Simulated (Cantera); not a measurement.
A Cantera script and its output.

```python
import numpy as np
import cantera as ct

gas = ct.Solution("gri30.yaml")
gas.TPX = 1775, 66000, {'CH3OH': 1, 'O2': 0.625, 'N2': 2.35}
reactor = ct.IdealGasReactor(gas, energy="on", clone=False)
net = ct.ReactorNet([reactor])
net.rtol, net.atol = 1e-08, 1e-16
show = ['CH3OH', 'O2', 'C2H4', 'NO', 'CH2CO', 'CO', 'CO2']
times = np.geomspace(3e-06, 2, 11)

steps = ct.SolutionArray(gas, extra=["t"])
rows = []
print(f"{'t/s':>10s}{'T/K':>9s}{'P/Pa':>11s}" + "".join(f"{s:>11s}" for s in show))
for t in times:
    while net.time < t:
        t_next = net.step()
        steps.append(gas.state, t=t_next)
    rows.append([np.interp(t, steps.t, y) for y in (steps.T, steps.P, *steps(*show).X.T)])
    print(f"{t:10.3e}{rows[-1][0]:9.1f}{rows[-1][1]:11.4g}" + "".join(f"{x:11.3e}" for x in rows[-1][2:]))
rate = np.gradient(steps.T, steps.t)
print("integrator steps:", len(steps.t))
if steps.T.max() > steps.T[0] + 200:
    print(f"time of steepest temperature rise: {steps.t[rate.argmax()]:.4e} s")
gas.TPX = 1775, 66000, {'CH3OH': 1, 'O2': 0.625, 'N2': 2.35}
gas.equilibrate("UV")
print(f"equilibrium (UV): T = {gas.T:.1f} K  " + "  ".join(f"{s} {gas[s].X[0]:.3e}" for s in show))
```

Output:

```
       t/s      T/K       P/Pa      CH3OH         O2       C2H4         NO      CH2CO         CO        CO2
 3.000e-06   1774.6  6.607e+04  2.493e-01  1.559e-01  6.436e-07  3.445e-11  1.109e-09  1.801e-04  5.222e-05
 1.147e-05   1790.0  6.727e+04  2.334e-01  1.481e-01  4.637e-06  3.508e-10  1.025e-07  1.490e-03  2.212e-04
 4.384e-05   2661.7  1.377e+05  3.410e-14  1.212e-03  2.067e-19  4.706e-05  8.147e-15  1.533e-01  2.751e-02
 1.676e-04   2806.4  1.438e+05  6.626e-14  6.417e-04  1.110e-18  2.060e-04  2.829e-14  1.558e-01  2.686e-02
 6.407e-04   2821.8  1.444e+05  7.576e-14  5.662e-04  1.568e-18  7.172e-04  3.499e-14  1.561e-01  2.673e-02
 2.449e-03   2818.7  1.442e+05  7.654e-14  5.482e-04  1.612e-18  1.376e-03  3.548e-14  1.562e-01  2.663e-02
 9.364e-03   2818.5  1.442e+05  7.660e-14  5.469e-04  1.616e-18  1.426e-03  3.552e-14  1.562e-01  2.662e-02
 3.580e-02   2818.5  1.442e+05  7.660e-14  5.469e-04  1.616e-18  1.426e-03  3.552e-14  1.562e-01  2.662e-02
 1.369e-01   2818.5  1.442e+05  7.660e-14  5.469e-04  1.616e-18  1.426e-03  3.552e-14  1.562e-01  2.662e-02
 5.232e-01   2818.5  1.442e+05  7.660e-14  5.469e-04  1.616e-18  1.426e-03  3.552e-14  1.562e-01  2.662e-02
 2.000e+00   2818.5  1.442e+05  7.660e-14  5.469e-04  1.616e-18  1.426e-03  3.552e-14  1.562e-01  2.662e-02
integrator steps: 1607
time of steepest temperature rise: 2.6290e-05 s
equilibrium (UV): T = 2818.5 K  CH3OH 7.958e-14  O2 5.469e-04  C2H4 1.746e-18  NO 1.426e-03  CH2CO 3.851e-14  CO 1.562e-01  CO2 2.662e-02
```

Model: GRI-Mech 3.0 (53 species, 325 reactions), integrated in Cantera. GRI-Mech 3.0 was tuned for natural gas; its chemistry of methanol as a main component is partial and can be far from experiment.
